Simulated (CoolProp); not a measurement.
A single-stage vapour-compression cycle with the fluid: evaporating at 243.15 K (dew point), condensing at 274.15 K (bubble point), superheat 2 K, subcooling 2 K, compressor efficiency 0.7, no pressure losses. The same conditions are run with several fluids, on thermodynamics alone (safety and materials aside).

Model: reference Helmholtz-energy equation of state of each fluid (R404A: Lemmon 2003; cis-2-butene: Lemmon 2005; vinyl chloride: Thol 2022; chlorine: Thol 2021; isobutane: Bücker 2006; hydrogen chloride: Thol 2018), in CoolProp. Blends and air are pseudo-pure fits.

| fluid | cooling COP | pressure ratio | discharge temperature (K) | refrigerating effect (kJ/kg) | volumetric capacity (kJ/m³) |
|---|---|---|---|---|---|
| R404A | 4.67 | 3.11 | 292.0 | 152 | 1590 |
| cis-2-butene | 5.04 | 4.02 | 303.4 | 387 | 245 |
| vinyl chloride | 4.99 | 3.62 | 325.6 | 327 | 506 |
| chlorine | 4.86 | 3.16 | 357.9 | 258 | 1110 |
| isobutane | 4.97 | 3.49 | 289.8 | 320 | 435 |
| hydrogen chloride | 4.53 | 2.46 | 335.2 | 319 | 7120 |
